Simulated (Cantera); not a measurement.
**SiF₄ + C₂H₄ + H₂ (silicon carbide growth)**

Feed: 1 mol SiF₄, 0.061 mol C₂H₄, a varied amount of H₂, held at 1425 K and 0.133 bar.

These are equilibrium values from Cantera (NASA tables, ideal gas, pure condensed phases), not measurements of a reactor. Candidate condensed phases: C, C₆H₆, C₇H₈, C₈H₁₈, Si, SiC; 113 gas species. The tables' values for SiF₃, SiF₂ are old estimates; treat these amounts as uncertain. Rates play no part.

```tsv
n(H₂) (mol)	log p H₂	log p SiF₄	log p HF	log p SiF₃	log p SiHF₃	n C(graphite)	n SiC(s)
91	-0.88	-2.93	-3.27	-4.05	-4.09	0.0155	0.0609
120	-0.88	-3.06	-3.32	-4.12	-4.17	0	0.0724
150	-0.88	-3.17	-3.38	-4.17	-4.22	0	0.0768
200	-0.88	-3.31	-3.46	-4.23	-4.28	0	0.0821
260	-0.88	-3.44	-3.54	-4.29	-4.34	0	0.0867
330	-0.88	-3.56	-3.61	-4.34	-4.39	0	0.0904
430	-0.88	-3.70	-3.68	-4.41	-4.45	0	0.0941
```
log p: log10 of the partial pressure in bar; n: condensed amount in mol.

At 91 mol H₂ the condensed part is C(graphite) + SiC(s). From 120 mol H₂ to 430 mol H₂ the condensed part is SiC(s). The main Si-bearing gas is SiF₄ throughout. The share of Si in condensed phases is highest at 430 mol H₂ (9.4 %) and lowest at 91 mol H₂ (6.1 %).
